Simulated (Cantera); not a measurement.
Equilibrium for iron carbonyl, mercury and lead vapours: Pb + CO + H2

A closed system holds: 1 mol Pb, 9.1 mol CO, 23 mol H2, held at 873 K and 1.00 bar.

Equilibrium computed with Cantera from the NASA thermochemical tables; the gas is ideal and each condensed phase is pure. Candidate condensed phases: C, C6H6, C7H8, C8H18, H2O, Pb, PbO, PbO2, Pb3O4; 113 gas species. Kinetics and transport are ignored.

| Item | Result |
|---|---|
| x(H2) | 0.544 |
| x(H2O) | 0.179 |
| x(CH4) | 0.133 |
| x(CO) | 0.0772 |
| x(CO2) | 0.0676 |
| x(C2H6) | 1.60e-6 |
| n(C(graphite)) | 2.64 mol |
| n(Pb(l)) | 1.000 mol |
| gas amount | 23.28 mol |
| log10 activity of PbO2(s) (absent) | -18.69 |
